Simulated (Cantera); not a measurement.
## Stirred combustor or abatement burner

A perfectly stirred reactor is fed with 3.76 % CH4, 4.89 % CO, 19.2 % O2, 72.2 % N2, equivalence ratio 0.52, at 200000 Pa; it is adiabatic with a 475 K inlet, and is followed from long to short residence time, starting on the burning branch (τ in s: 0.27, 0.11, 0.044, 0.017, 0.007, 0.0028, 0.0011, 0.00044, 0.00018, 7e-05, 2.8e-05, 1.1e-05).

Model: GRI-Mech 3.0 (53 species, 325 reactions), integrated in Cantera.

```csv
τ (s),T (K),x CH4,x CO,x O2,x HCO,x N2O,x NO,x CO2
0.27,1732,3.45e-6,0.000178,0.0943,1.93e-9,4.80e-7,1.52e-5,0.0884
0.11,1730,6.28e-6,0.000324,0.0944,4.77e-9,7.24e-7,1.33e-5,0.0883
0.044,1727,1.13e-5,0.000600,0.0944,1.22e-8,1.04e-6,1.23e-5,0.0880
0.017,1720,2.08e-5,0.00114,0.0946,3.25e-8,1.33e-6,1.11e-5,0.0874
0.0070,1710,3.66e-5,0.00207,0.0949,8.14e-8,1.43e-6,9.31e-6,0.0864
0.0028,1691,6.70e-5,0.00383,0.0956,2.10e-7,1.34e-6,7.20e-6,0.0845
0.0011,1657,0.000131,0.00724,0.0971,5.47e-7,1.12e-6,5.34e-6,0.0808
0.00044,1594,0.000292,0.0141,0.100,1.39e-6,8.65e-7,3.59e-6,0.0734
0.00018,475,0.0376,0.0489,0.192,<1e-12,<1e-12,<1e-12,<1e-12
7.0e-5,475,0.0376,0.0489,0.192,<1e-12,<1e-12,<1e-12,<1e-12
2.8e-5,475,0.0376,0.0489,0.192,<1e-12,<1e-12,<1e-12,<1e-12
1.1e-5,475,0.0376,0.0489,0.192,<1e-12,<1e-12,<1e-12,<1e-12
```
x: mole fraction; the columns are a selection and need not sum to one.
